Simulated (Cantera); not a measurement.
An isothermal, constant-pressure homogeneous reactor starts with 1.39 % C2H6, 98.6 % N2, at 1623 K and 100000 Pa.

Model: GRI-Mech 3.0 (53 species, 325 reactions), integrated in Cantera. GRI-Mech 3.0 stops at C3 and has no aromatics, soot or wall deposition, so with more carbon than oxygen in the feed, carbon stays in small species such as C2H2 where larger ones or solid carbon would form.

### Question
Predict: x(C2H6) at 3.00 s; x(C2H2) at 3.00 s; x(CH2) at 3.00 s; x(H2) at 3.00 s; x(HCN) at 3.00 s; x(CH3) at 3.00 s; x(C2H) at 3.00 s.

### Answer
- x(C2H6) at 3.00 s: 1.87e-8 (gas-phase equilibrium 4.53e-10)
- x(C2H2) at 3.00 s: 0.0133 (gas-phase equilibrium 0.00190)
- x(CH2) at 3.00 s: 1.20e-9 (gas-phase equilibrium 1.67e-10)
- x(H2) at 3.00 s: 0.0265 (gas-phase equilibrium 0.0269)
- x(HCN) at 3.00 s: 3.03e-6 (gas-phase equilibrium 0.0232)
- x(CH3) at 3.00 s: 2.96e-6 (gas-phase equilibrium 4.13e-7)
- x(C2H) at 3.00 s: 2.14e-8 (gas-phase equilibrium 3.05e-9)
